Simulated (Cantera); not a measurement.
An isothermal, constant-pressure homogeneous reactor starts with CH₄ : H₂ : N₂ = 0.027 : 1 : 0.00095 (molar parts), at 1850 K and 0.0267 bar. Integrator tolerance rtol = 1e-08.

Cantera simulation using GRI-Mech 3.0 (53 species, 325 reactions); the numbers are that mechanism's predictions, not measurements. GRI-Mech 3.0 stops at C3 and has no aromatics, soot or wall deposition, so with more carbon than oxygen in the feed, carbon stays in small species such as C2H2 where larger ones or solid carbon would form. Radical loss at walls, strong at low pressure, is not modelled.

Q: What does this change do: pressure from 0.0267 bar to 0.0110 bar?

A: 
| quantity | before | after |
|---|---|---|
| x(CH₄) at 70.0 s | 0.000118 (gas-phase equilibrium 0.000115) | 4.87e-5 (gas-phase equilibrium 4.74e-5) |
| x(H₂) at 70.0 s | 0.983 (gas-phase equilibrium 0.983) | 0.981 (gas-phase equilibrium 0.981) |
| x(H) at 70.0 s | 0.00329 (gas-phase equilibrium 0.00329) | 0.00512 (gas-phase equilibrium 0.00512) |
| x(CH₂) at 70.0 s | 3.11e-8 (gas-phase equilibrium 3.03e-8) | 3.12e-8 (gas-phase equilibrium 3.03e-8) |
| x(C₂H₆) at 70.0 s | 1.45e-10 (gas-phase equilibrium 1.38e-10) | 2.48e-11 (gas-phase equilibrium 2.35e-11) |
| x(HCN) at 70.0 s | 1.21e-7 (gas-phase equilibrium 0.00120) | 1.27e-7 (gas-phase equilibrium 0.00120) |
